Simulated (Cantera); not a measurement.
A Cantera script and its output.

```python
import numpy as np
import cantera as ct

gas = ct.Solution("gri30.yaml")
gas.TPX = 1250, 101325, {'N2O': 1, 'N2': 0.0042}
reactor = ct.IdealGasConstPressureReactor(gas, energy="off", clone=False)
net = ct.ReactorNet([reactor])
net.rtol, net.atol = 1e-08, 1e-18
show = ['N2O', 'O', 'NO2', 'N2', 'NO']
times = np.geomspace(2e-05, 2, 13)

steps = ct.SolutionArray(gas, extra=["t"])
rows = []
print(f"{'t/s':>10s}{'T/K':>9s}{'P/Pa':>11s}" + "".join(f"{s:>11s}" for s in show))
for t in times:
    while net.time < t:
        t_next = net.step()
        steps.append(gas.state, t=t_next)
    rows.append([np.interp(t, steps.t, y) for y in (steps.T, steps.P, *steps(*show).X.T)])
    print(f"{t:10.3e}{rows[-1][0]:9.1f}{rows[-1][1]:11.4g}" + "".join(f"{x:11.3e}" for x in rows[-1][2:]))
rate = np.gradient(steps.T, steps.t)
print("integrator steps:", len(steps.t))
if steps.T.max() > steps.T[0] + 200:
    print(f"time of steepest temperature rise: {steps.t[rate.argmax()]:.4e} s")
gas.TPX = 1250, 101325, {'N2O': 1, 'N2': 0.0042}
gas.equilibrate("TP")
print(f"equilibrium (TP): T = {gas.T:.1f} K  " + "  ".join(f"{s} {gas[s].X[0]:.3e}" for s in show))
```

Result:

```
       t/s      T/K       P/Pa        N2O          O        NO2         N2         NO
 2.000e-05   1250.0  1.013e+05  9.958e-01  3.573e-06  3.298e-11  4.207e-03  2.774e-06
 5.220e-05   1250.0  1.013e+05  9.957e-01  3.639e-06  3.219e-10  4.250e-03  8.672e-06
 1.363e-04   1250.0  1.013e+05  9.955e-01  3.639e-06  2.481e-09  4.365e-03  2.411e-05
 3.557e-04   1250.0  1.013e+05  9.950e-01  3.639e-06  1.747e-08  4.664e-03  6.436e-05
 9.283e-04   1250.0  1.013e+05  9.938e-01  3.638e-06  1.176e-07  5.443e-03  1.692e-04
 2.423e-03   1250.0  1.013e+05  9.905e-01  3.635e-06  7.472e-07  7.470e-03  4.417e-04
 6.325e-03   1250.0  1.013e+05  9.821e-01  3.627e-06  4.234e-06  1.272e-02  1.144e-03
 1.651e-02   1250.0  1.013e+05  9.607e-01  3.601e-06  1.917e-05  2.610e-02  2.927e-03
 4.309e-02   1250.0  1.013e+05  9.079e-01  3.527e-06  6.362e-05  5.907e-02  7.275e-03
 1.125e-01   1250.0  1.013e+05  7.890e-01  3.342e-06  1.642e-04  1.335e-01  1.689e-02
 2.936e-01   1250.0  1.013e+05  5.679e-01  2.907e-06  3.428e-04  2.723e-01  3.383e-02
 7.662e-01   1250.0  1.013e+05  2.832e-01  2.037e-06  5.441e-04  4.526e-01  5.253e-02
 2.000e+00   1250.0  1.013e+05  7.478e-02  8.292e-07  6.491e-04  5.873e-01  6.077e-02
integrator steps: 747
equilibrium (TP): T = 1250.0 K  N2O 2.070e-08  O 3.989e-08  NO2 5.560e-06  N2 6.674e-01  NO 3.284e-04
```

Computed with Cantera and GRI-Mech 3.0 (53 species, 325 reactions). GRI-Mech 3.0 was tuned for natural gas; its chemistry of N2O as a main component is partial and can be far from experiment. The mechanism lacks the step 2 NO + O2 → 2 NO2, which can matter for NO2 below about 1400 K. The temperature is held fixed by assumption; the heat of reaction is taken as removed at once.
